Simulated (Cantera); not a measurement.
Transport properties of process gases

Gas mixture: NO = 0.45 (molar parts), at 0.000160 bar, frozen composition.

Cantera's kinetic-theory transport with the Lennard-Jones parameters of GRI-Mech 3.0, ideal gas; thermal conductivity in the mixture-averaged form. The composition is frozen, though it would react at the higher temperatures.

```
T (K)  ρ (kg/m³)  cp (J/kg/K)  μ (µPa s)  λ (mW/m/K)     Pr  D (cm²/s) H  D (cm²/s) O  D (cm²/s) CO2
-----  ---------  -----------  ---------  ----------  -----  -----------  -----------  -------------
400     0.000144        998.6       23.1        32.4  0.712        12900         3340           1650
650      8.88e-5         1054       32.3        48.2  0.706        29700         7600           3870
900      6.42e-5         1114       40.1        63.0  0.708        51400        13100           6750
1150     5.02e-5         1153       47.0        76.7  0.707        77500        19700          10200
1400     4.12e-5         1181       53.4        89.4  0.706       107000        27300          14200
1650     3.50e-5         1202       59.4         101  0.706       141000        35900          18700
1900     3.04e-5         1219       65.1         112  0.706       178000        45300          23600
```
D: mixture-averaged diffusion coefficient of that species in the mixture.
